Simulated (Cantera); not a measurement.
Ammonia decomposition in nitride growth gas

An isothermal, constant-pressure homogeneous reactor starts with NH3 : N2 = 1 : 7.3 (molar parts), at 2075 K and 1.00 bar.

Cantera simulation using the gas-phase N/H chemistry of the illustrative SiF4/NH3 mechanism in the Surface Chemkin manual (1991); the numbers are that mechanism's predictions, not measurements. Walls and surfaces, which speed up NH3 decomposition in real reactors, are not modelled.

```json
[
 {"t (s)": "6.00e-6", "x NH3": "0.120", "x N2H4": "2.71e-10", "x N": "1.69e-11", "x H": "8.80e-7", "x NH2": "3.27e-5", "x N2": "0.880", "x N2H2": "1.04e-9"},
 {"t (s)": "2.00e-5", "x NH3": "0.120", "x N2H4": "3.12e-9", "x N": "7.48e-10", "x H": "9.09e-7", "x NH2": "0.000110", "x N2": "0.879", "x N2H2": "1.51e-8"},
 {"t (s)": "6.65e-5", "x NH3": "0.120", "x N2H4": "3.08e-8", "x N": "1.16e-8", "x H": "1.36e-6", "x NH2": "0.000346", "x N2": "0.879", "x N2H2": "2.07e-7"},
 {"t (s)": "0.000221", "x NH3": "0.119", "x N2H4": "1.15e-7", "x N": "5.91e-8", "x H": "4.42e-6", "x NH2": "0.000668", "x N2": "0.879", "x N2H2": "9.02e-7"},
 {"t (s)": "0.000736", "x NH3": "0.116", "x N2H4": "1.01e-7", "x N": "2.15e-7", "x H": "1.26e-5", "x NH2": "0.000627", "x N2": "0.878", "x N2H2": "9.55e-7"},
 {"t (s)": "0.00245", "x NH3": "0.105", "x N2H4": "6.56e-8", "x N": "6.36e-7", "x H": "3.36e-5", "x NH2": "0.000505", "x N2": "0.874", "x N2H2": "8.18e-7"},
 {"t (s)": "0.00815", "x NH3": "0.0778", "x N2H4": "3.34e-8", "x N": "1.17e-6", "x H": "8.96e-5", "x NH2": "0.000360", "x N2": "0.865", "x N2H2": "5.52e-7"},
 {"t (s)": "0.0271", "x NH3": "0.0305", "x N2H4": "8.09e-9", "x N": "1.42e-6", "x H": "0.000235", "x NH2": "0.000177", "x N2": "0.849", "x N2H2": "1.84e-7"},
 {"t (s)": "0.0903", "x NH3": "0.00212", "x N2H4": "1.76e-10", "x N": "1.09e-6", "x H": "0.000654", "x NH2": "2.62e-5", "x N2": "0.839", "x N2H2": "7.94e-9"},
 {"t (s)": "0.300", "x NH3": "6.51e-5", "x N2H4": "<1e-12", "x N": "1.43e-7", "x H": "0.00107", "x NH2": "1.29e-6", "x N2": "0.838", "x N2H2": "3.02e-11"},
 {"t (s)": "1.00", "x NH3": "1.28e-5", "x N2H4": "<1e-12", "x N": "2.84e-8", "x H": "0.00107", "x NH2": "2.55e-7", "x N2": "0.838", "x N2H2": "1.78e-12"}
]
```
x: mole fraction; the columns are a selection and need not sum to one.

Equilibrium at this temperature and pressure: NH3 1.05e-6, N2H4 <1e-12, N 2.33e-9, H 0.00107, NH2 2.09e-8, N2 0.838, N2H2 <1e-12 (gas phase only).
